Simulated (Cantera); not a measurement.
Charge: 1 mol TEOS, 2.4 mol N2O, 0.3 mol H2, at 700 °C and 12.0 Pa.

Equilibrium computed with Cantera from the NASA thermochemical tables; the gas is ideal and each condensed phase is pure. Candidate condensed phases: C, C6H6, C7H8, C8H18, H2O, Si, SiC, SiO2, Si2N2O, Si3N4; 151 gas species. The feed counts by its element totals alone. Kinetics and transport are ignored.

Base state: H2 0.602, CO 0.257, N2 0.140, H2O 1.16e-5 (mole fractions); condensed: C(graphite) + SiO2(β-quartz).

Task: What changes in the equilibrium state with this change: TEOS replaced by SiCl4?

Result: 
| species | before | after |
|---|---|---|
| N2 | 0.140 | 0.486 |
| Cl2 | 0 | 0.338 |
| HCl | 0 | 0.122 |
| H2 | 0.602 | <1e-9 |
| CO | 0.257 | 0 |
| O2 | <1e-9 | 0.0405 |
| Cl | 0 | 0.0136 |
| H2O | 1.16e-5 | 3.97e-5 |
| C(graphite), mol | 3.60 | 0 |
| SiO2(β-quartz), mol | 1.00 | 1.00 |
Further candidate phases: NH4Cl.

Task: What changes in the equilibrium state with this change: temperature from 700 °C to 1550 °C?

Result: 
```tsv
species	before	after
H2	0.602	0.516
CO	0.257	0.328
N2	0.140	0.123
H	7.66e-8	0.0284
SiO	<1e-9	0.00195
Si	<1e-9	0.000984
C2H2 (acetylene)	<1e-9	0.000109
HNC	1.17e-9	6.89e-5
C(graphite), mol	3.60	0.656
SiO2(β-quartz), mol	1.00	0
SiC(s), mol	0	0.942
```

Task: What changes in the equilibrium state with this change: temperature from 700 °C to 875 °C?

Result: 
```tsv
species	before	after
H2	0.602	0.569
CO	0.257	0.326
N2	0.140	0.105
H2O	1.16e-5	1.07e-6
C(graphite), mol	3.60	2.10
SiO2(β-quartz), mol	1.00	0
Si2N2O(s), mol	0	0.500
```
